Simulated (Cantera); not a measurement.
## SiCl4 + Cl2 + H2 (chlorosilane synthesis and conversion)

Feed: 1 mol SiCl4, 0.72 mol Cl2, 11 mol H2, equilibrated at 798.15 K and 10000 Pa.

These are equilibrium values from Cantera (NASA tables, ideal gas, pure condensed phases), not measurements of a reactor. Candidate condensed phases: Si; 19 gas species. Kinetics and transport are ignored.

- x(H2) = 0.808
- x(HCl) = 0.114
- x(SiCl4) = 0.0781
- x(SiHCl3) = 0.000490
- x(SiCl3) = 1.15e-6
- gas amount = 12.72 mol
- log10 activity of Si(s) (absent) = -6.93
